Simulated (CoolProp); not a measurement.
The numbers come from the reference Helmholtz-energy equation of state, Lemmon 2006 in CoolProp. It is a short technical equation, of lower accuracy than the large ones.

**Question.** Give the vapour pressure (MPa), liquid cp (kJ/(kg K)), surface tension (mN/m), liquid viscosity (µPa s) of saturated toluene at 13.15, 33.65, 54.25 °C.

**Answer.** 
| T (°C) | p (MPa) | liquid cp (kJ/(kg K)) | surface tension (mN/m) | liquid viscosity (µPa s) |
|---|---|---|---|---|
| 13.15 | 0.00200 | 1.66 | 29.4 | 641 |
| 33.65 | 0.00585 | 1.73 | 26.8 | 499 |
| 54.25 | 0.0147 | 1.80 | 24.4 | 401 |

Viscosity comes from a separate model (Avgeri 2015). Surface tension comes from a separate correlation (Mulero 2012).
